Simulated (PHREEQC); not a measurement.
4.5 g of hydrous ferric oxide (600 m²/g; 0.2 weak and 0.005 strong sites per Fe, Dzombak-Morel constants, diffuse double layer) in 1 kg of water with 0.001 mol/kgw of an inert sodium salt and 0.005 mol/kgw ZnSO4 and 2.9e-05 mol/kgw Na2HAsO4, at 25 °C; the pH is set by adding NaOH or the inert anion's acid. Oxygen alone is held at its pressure in air (log pO2 = -0.68). The system is closed to CO2. Nothing may precipitate in this run.

The series has 17 steps of pH, from 4 to 12.

The numbers come from PHREEQC with the ion-association model, wateq4f.dat.

### Question
Near which pH is half of the S sorbed, and on which side is more sorbed?

### Answer
Near pH 6.8, with more sorbed at lower pH.

### Question
Near which pH is half of the Zn sorbed, and on which side is more sorbed?

### Answer
Near pH 6.0, with more sorbed at higher pH.

### Question
At which pH does the surface charge pass through zero?

### Answer
Near pH 9.8.

Along this series the solution becomes supersaturated in solids that the run did not let form, among them Zn(OH)2-a, Zn4(OH)6SO4. The database has no arsenate complexes of Zn.
